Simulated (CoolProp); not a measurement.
Computed with CoolProp (reference Helmholtz-energy equation of state, Gao 2020).

Question: For ammonia, give the phase and the cv (kJ/(kg K)), Joule-Thomson coefficient (K/MPa) at 108.25 °C and 253 bar; 183.75 °C and 0.186 bar; 373.35 °C and 5.64 bar.

Answer: 
- 108.25 °C and 253 bar: liquid; cv 2.70, Joule-Thomson coefficient 0.176
- 183.75 °C and 0.186 bar: gas; cv 1.89, Joule-Thomson coefficient 7.27
- 373.35 °C and 5.64 bar: gas; cv 2.25, Joule-Thomson coefficient 2.75
